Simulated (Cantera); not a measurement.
Equilibrium for sublimation and decomposition of ceramics: MgO + N₂

A closed system holds: 1 mol MgO, 2.6 mol N₂, equilibrated at 16.0 mbar.

Method: chemical equilibrium by Gibbs-energy minimisation in Cantera with the NASA 1993 tables (ideal gas, pure condensed phases). Candidate condensed phases: Mg, MgO; 13 gas species. Kinetics and transport are ignored.

From 2000 K to 2500 K the condensed part is MgO(s). The main Mg-bearing gas is Mg throughout.

```
T (K)  log p N₂  log p Mg  log p O₂  log p O  log p NO  log p MgO  n MgO(s)
-----  --------  --------  --------  -------  --------  ---------  --------
2000      -1.80     -5.33     -6.05    -6.20     -5.65      -7.69     0.999
2050      -1.80     -5.04     -5.71    -5.87     -5.42      -7.27     0.999
2100      -1.80     -4.76     -5.39    -5.55     -5.20      -6.87     0.997
2150      -1.80     -4.49     -5.08    -5.25     -5.00      -6.49     0.995
2200      -1.80     -4.24     -4.80    -4.97     -4.81      -6.13     0.990
2250      -1.80     -3.99     -4.53    -4.70     -4.63      -5.79     0.983
2300      -1.80     -3.75     -4.28    -4.44     -4.45      -5.46     0.970
2350      -1.81     -3.52     -4.03    -4.20     -4.29      -5.15     0.949
2400      -1.82     -3.31     -3.80    -3.96     -4.14      -4.85     0.913
2450      -1.83     -3.10     -3.59    -3.74     -4.00      -4.56     0.853
2500      -1.86     -2.89     -3.38    -3.53     -3.87      -4.28     0.751
```
log p: log10 of the partial pressure in bar; n: condensed amount in mol.
